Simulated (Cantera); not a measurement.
**Adiabatic ignition**

An adiabatic, constant-pressure homogeneous reactor starts with CO : H2 : CH4 : O2 : N2 = 1 : 0.11 : 0.22 : 2.43 : 9.12 (molar parts), equivalence ratio 0.41, at 1323 K and 16.0 bar.

Detailed kinetics in Cantera: GRI-Mech 3.0 (53 species, 325 reactions). The pressure lies above the range GRI-Mech 3.0 was tuned for (to about 10 atm).

```csv
t (s),T (K),x CO,x H2,x CH4,x HO2,x NO
3.00e-6,1323,0.0776,0.00854,0.0171,2.65e-7,<1e-12
8.50e-6,1323,0.0776,0.00854,0.0171,1.09e-6,<1e-12
2.41e-5,1323,0.0776,0.00851,0.0170,1.15e-5,<1e-12
6.82e-5,1495,0.0779,0.00673,0.00797,0.000324,2.85e-9
0.000193,2319,0.000946,7.40e-5,<1e-12,7.26e-6,0.000103
0.000548,2318,0.000943,7.38e-5,<1e-12,7.25e-6,0.000302
0.00155,2317,0.000937,7.34e-5,<1e-12,7.21e-6,0.000851
0.00440,2314,0.000923,7.24e-5,<1e-12,7.11e-6,0.00229
0.0125,2308,0.000892,7.03e-5,<1e-12,6.90e-6,0.00543
0.0353,2299,0.000854,6.76e-5,<1e-12,6.64e-6,0.00947
0.100,2296,0.000840,6.67e-5,<1e-12,6.55e-6,0.0109
```
x: mole fraction; the columns are a selection and need not sum to one.

| Item | Value |
|---|---|
| time of steepest temperature rise | 75.1 µs |
| temperature at 0.100 s | 2296 K |
| equilibrium temperature | 2296 K |
| x(CO) at 0.100 s | 0.000840 (gas-phase equilibrium 0.000840) |
| x(H2) at 0.100 s | 6.67e-5 (gas-phase equilibrium 6.67e-5) |
| x(CH4) at 0.100 s | <1e-12 (gas-phase equilibrium <1e-12) |
